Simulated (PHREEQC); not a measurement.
Make-up at 25 °C: 170 mmol/kgw HF, 0.032 mmol/kgw NH4F and 0.0049 mmol/kgw H4SiO4. Closed to the air; pH follows from the charge balance.

The numbers come from PHREEQC with the ion-association model, phreeqc.dat.

No solid was allowed to form.

**Question.** Predict the pH.

**Answer.** pH 1.90.

**Question.** In which forms is F present?

**Answer.** HF 89 %, HF2- 6.1 %, F- 5.3 % of the F.

SiF6-2 is the database's only silicon fluoride.
